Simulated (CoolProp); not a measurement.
Properties of C2F6 (R116) along the isobar 164 bar.

Computed with CoolProp (reference Helmholtz-energy equation of state, Lemmon 2006). It is a short technical equation, of lower accuracy than the large ones.

```
T (°C)          phase  cp (kJ/(kg K))  Joule-Thomson coefficient (K/MPa)  isothermal compressibility (1/MPa)
------  -------------  --------------  ---------------------------------  ----------------------------------
-21.65         liquid           1.009                            -0.2074                            0.004411
-9.85          liquid           1.032                            -0.1549                            0.005290
1.85           liquid               ?                                  ?                            0.006370
13.55          liquid           1.077                           -0.02721                            0.007708
25.35   supercritical           1.098                            0.05077                            0.009372
37.05   supercritical           1.118                             0.1376                             0.01138
48.75   supercritical           1.136                             0.2332                             0.01379
60.55   supercritical           1.152                             0.3369                             0.01661
72.25   supercritical           1.164                             0.4443                                   ?
83.95   supercritical           1.173                             0.5524                                   ?
95.75   supercritical           1.179                             0.6573                                   ?
```

Task: Fill in the missing entries.

Result: 
- 1.85, cp (kJ/(kg K)): 1.054
- 1.85, Joule-Thomson coefficient (K/MPa): -0.09530
- 72.25, isothermal compressibility (1/MPa): 0.01978
- 83.95, isothermal compressibility (1/MPa): 0.02324
- 95.75, isothermal compressibility (1/MPa): 0.02688
